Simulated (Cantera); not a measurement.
A closed system holds: 1 mol Fe(CO)₅, 10 mol H₂, 0.11 mol CO, at 1.00 Torr.

These are equilibrium values from Cantera (NASA tables, ideal gas, pure condensed phases), not measurements of a reactor. Candidate condensed phases: C, C₆H₆, C₇H₈, C₈H₁₈, Fe, Fe(CO)₅, FeO, Fe(OH)₂, Fe(OH)₃, Fe₂O₃, Fe₃O₄, H₂O; 114 gas species. Rates play no part.

Problem. At 1450 K, list the 4 most abundant gas species with their mole fractions, and the condensed phases.

Solution. H₂ 0.662, CO 0.338, H 0.000211, Fe 3.74e-5. Condensed: Fe(γ).
